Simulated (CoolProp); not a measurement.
Vapour-liquid equilibrium of toluene (1) + o-xylene (2) at 0.285 MPa; x and y are mole fractions of (1).

The numbers come from the multi-fluid Helmholtz-energy mixture model, Lemmon 2006 and Zhou 2012; pair parameters Bell 2016 in CoolProp.

| x | bubble temperature, mixture model (K) | bubble temperature, Raoult's law (K) | y, mixture model | y, Raoult's law |
|---|---|---|---|---|
| 0.05 | 459.0 | 458.8 | 0.092 | 0.101 |
| 0.2 | 452.0 | 451.6 | 0.334 | 0.352 |
| 0.35 | 445.6 | 445.3 | 0.526 | 0.543 |
| 0.5 | 439.9 | 439.7 | 0.678 | 0.691 |
| 0.65 | 434.7 | 434.6 | 0.798 | 0.808 |
| 0.8 | 430.1 | 430.1 | 0.895 | 0.902 |
| 0.95 | 426.0 | 426.0 | 0.976 | 0.978 |

The largest gap from Raoult's law is +0.4 K in bubble temperature, at x = 0.2. No azeotrope shows between x = 0.05 and 0.95.

The pair parameters rest on a limited set of measurements; away from them the model extrapolates.
